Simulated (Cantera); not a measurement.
Feed: 1 mol BaCl₂, 420 mol N₂, held at 2075 K.

Equilibrium computed with Cantera from the NASA thermochemical tables; the gas is ideal and each condensed phase is pure. Candidate condensed phases: Ba, BaCl₂; 7 gas species. Kinetics and transport are ignored.

log p: log10 of the partial pressure in bar; nothing condenses.

| P (Pa) | log p N₂ | log p Cl | log p BaCl₂ | log p Ba | log p BaCl | log p N |
|---|---|---|---|---|---|---|
| 0.100 | -6.00 | -8.33 | -11.73 | -8.64 | -10.17 | … |
| 0.560 | -5.25 | -7.61 | -9.60 | -7.95 | -8.76 | … |
| 3.20 | -4.50 | -7.00 | -7.85 | -7.42 | -7.62 | … |
| 18 | -3.75 | -6.55 | -6.66 | -7.13 | -6.88 | … |
| 100 | -3.00 | -6.17 | -5.74 | -6.97 | -6.34 | … |
| 560 | -2.25 | -5.81 | -4.93 | -6.88 | -5.89 | … |
| 3200 | -1.50 | -5.44 | -4.14 | -6.84 | -5.48 | … |
| 18000 | -0.75 | -5.07 | -3.38 | -6.82 | -5.08 | … |
| 100000 | 0.00 | -4.70 | -2.63 | -6.81 | -4.70 | … |

### Question
Fill in the missing entries.

### Answer

- 0.100, log p N: -11.59
- 0.560, log p N: -11.22
- 3.20, log p N: -10.84
- 18, log p N: -10.46
- 100, log p N: -10.09
- 560, log p N: -9.72
- 3200, log p N: -9.34
- 18000, log p N: -8.96
- 100000, log p N: -8.59
